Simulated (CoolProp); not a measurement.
Vapour-liquid equilibrium of propane (1) + c-C4F8 (RC318) (2) at 30.95 °C; x and y are mole fractions of (1).

Values from CoolProp's multi-fluid Helmholtz-energy mixture model, Lemmon 2009 and Platzer 1990; pair parameters Bell 2016. This equation is an older, rougher fit; its heat capacities, sound speeds and derivatives of the liquid may be far off and weren't checked against measurements.

Give the bubble pressure and the first vapour's composition at x = 0.2, 0.35, 0.8. Is there an azeotrope?

x = 0.2: 0.7077 MPa, y = 0.517; x = 0.35: 0.8687 MPa, y = 0.643; x = 0.8: 1.093 MPa, y = 0.844. y crosses x between x = 0.8 and 0.95: the model has an azeotrope there.

Pair parameters are fitted to limited data, so mixtures are less certain than the pure fluids.
